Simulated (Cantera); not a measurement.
A closed system holds: 1 mol CS2, 4.4 mol H2O, 1.4 mol H2, at 3500 K and 1.30 bar.

Equilibrium computed with Cantera from the NASA thermochemical tables; the gas is ideal and each condensed phase is pure. Candidate condensed phases: C, C6H6, C7H8, C8H18, H2O, H2SO4, S; 123 gas species. Equilibrium is a limit: real reactors are often held back by kinetics, nucleation or transport.

Base state: H 0.265, H2 0.262, H2O 0.111, CO 0.0890, SO 0.0760, S 0.0611, OH 0.0516, O 0.0304 (mole fractions); condensed: gas only.

Question: What changes in the equilibrium state with this change: H2 from 1.4 to 19 mol?

Answer: 
```json
[
 {"species": "H2", "before": "0.262", "after": "0.466"},
 {"species": "H", "before": "0.265", "after": "0.353"},
 {"species": "H2O", "before": "0.111", "after": "0.0597"},
 {"species": "SO", "before": "0.0760", "after": "0.0119"},
 {"species": "SO2", "before": "0.0173", "after": "0.000818"},
 {"species": "O", "before": "0.0304", "after": "0.00922"},
 {"species": "CO", "before": "0.0890", "after": "0.0303"},
 {"species": "OH", "before": "0.0516", "after": "0.0209"},
 {"species": "S", "before": "0.0611", "after": "0.0314"},
 {"species": "SH", "before": "0.0189", "after": "0.0129"},
 {"species": "S2O", "before": "0.000122", "after": "9.78e-6"},
 {"species": "O2", "before": "0.00495", "after": "0.000455"},
 {"species": "CO2", "before": "0.00454", "after": "0.000469"}
]
```
